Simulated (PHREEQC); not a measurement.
Solution A (3.6 mmol/kgw KHCO3 and 2.8 mmol/kgw Na2CO3) is mixed with solution B (67 mmol/kgw HCl, 74 mmol/kgw CaCl2 and 0.54 mmol/kgw KCl) at 25 °C; shares are by mass of water, 1 kg in all. No CO2 enters from the air. Solids allowed: Aragonite, Gaylussite, Halite, Kalicinite, Nahcolite, Natron, Pirssonite, Portlandite, Sylvite, Trona. Others were left out.

Computed with PHREEQC (Pitzer model, pitzer.dat).

| share of solution B | pH | CO2 (mol/kgw) | HCO3- (mol/kgw) | CO3-2 (mol/kgw) |
|---|---|---|---|---|
| 0 | 10.03 | 6.99e-7 | 0.00372 | 0.00268 |
| 0.1 | 5.86 | 0.00418 | 0.00158 | 9.96e-8 |
| 0.2 | 2.30 | ? | 5.57e-7 | 1.21e-14 |
| 0.3 | 1.96 | 0.00448 | 2.27e-7 | 0 |
| 0.4 | ? | ? | ? | 0 |
| 0.5 | 1.64 | 0.00320 | 8.14e-8 | 0 |
| 0.6 | 1.54 | ? | ? | 0 |
| 0.7 | 1.46 | 0.00192 | ? | 0 |
| 0.8 | 1.39 | 0.00128 | 1.90e-8 | 0 |
| 0.9 | 1.33 | 0.000640 | ? | 0 |
| 1 | 1.28 | 0 | 0 | 0 |

Question: What belongs in the gaps?

Answer: 
- 0.2, CO2 (mol/kgw): 0.00512
- 0.4, pH: 1.77
- 0.4, CO2 (mol/kgw): 0.00384
- 0.4, HCO3- (mol/kgw): 1.29e-7
- 0.6, CO2 (mol/kgw): 0.00256
- 0.6, HCO3- (mol/kgw): 5.25e-8
- 0.7, HCO3- (mol/kgw): 3.31e-8
- 0.9, HCO3- (mol/kgw): 8.36e-9

Complexes and solids missing from the database can't appear.
